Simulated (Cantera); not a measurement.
Charge: 1 mol Pb, a varied amount of H2, held at 1025 °C and 10.0 mbar.

Method: chemical equilibrium by Gibbs-energy minimisation in Cantera with the NASA 1993 tables (ideal gas, pure condensed phases). Candidate condensed phases: Pb; 4 gas species. Rates play no part.

Q: At 5 mol H2, list the 3 most abundant gas species with their mole fractions, and the condensed phases.

A: H2 0.833, Pb 0.167, Pb2 1.02e-5. Condensed: gas only.
